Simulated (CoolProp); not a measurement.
Vapour-liquid equilibrium of carbon dioxide (1) + CH2F2 (R32) (2) at 0.725 MPa; x and y are mole fractions of (1).

The numbers come from the multi-fluid Helmholtz-energy mixture model, Span 1996 and Tillner-Roth 1997; pair parameters Bell 2016 in CoolProp.

### Question
Give the bubble temperature and the first vapour's composition at x = 0.25, 0.35, 0.55. Is there an azeotrope?

### Answer
x = 0.25: 250.4 K, y = 0.589; x = 0.35: 245.0 K, y = 0.706; x = 0.55: 236.7 K, y = 0.849. No azeotrope shows between x = 0.05 and 0.95.

The pair parameters rest on a limited set of measurements; away from them the model extrapolates. The gap from Raoult's law changes sign with composition, which may be real or a fault of the pair parameters; it wasn't checked against measurements.
